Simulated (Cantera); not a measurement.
Cantera run, input and output.

```python
import numpy as np
import cantera as ct

gas = ct.Solution("gri30.yaml")


def delay(T, t_max=10):
    gas.TPX = T, 500000, {'C3H8': 1, 'O2': 3.57, 'N2': 13.4}
    reactor = ct.IdealGasConstPressureReactor(gas, clone=False)
    net = ct.ReactorNet([reactor])
    net.rtol, net.atol = 1e-8, 1e-16
    while net.time < t_max:
        t_old, T_old = net.time, reactor.T
        net.step()
        if reactor.T > T + 400:  # ignition: a rise of 400 K
            return t_old + (T + 400 - T_old) / (reactor.T - T_old) * (net.time - t_old)
    return np.nan


taus = []
for T in [1175, 1275, 1375, 1475, 1575, 1675, 1775]:
    taus.append(delay(T))
    print(f"T0 = {T:6g} K   tau = {taus[-1]:.4e} s")
```

Output:

```
T0 =   1175 K   tau = 4.4719e-03 s
T0 =   1275 K   tau = 6.9557e-04 s
T0 =   1375 K   tau = 1.4287e-04 s
T0 =   1475 K   tau = 4.0249e-05 s
T0 =   1575 K   tau = 1.5112e-05 s
T0 =   1675 K   tau = 7.1654e-06 s
T0 =   1775 K   tau = 4.0570e-06 s
```

Computed with Cantera and GRI-Mech 3.0 (53 species, 325 reactions). GRI-Mech 3.0 was tuned for natural gas; its chemistry of propane as a main component is partial and can be far from experiment.
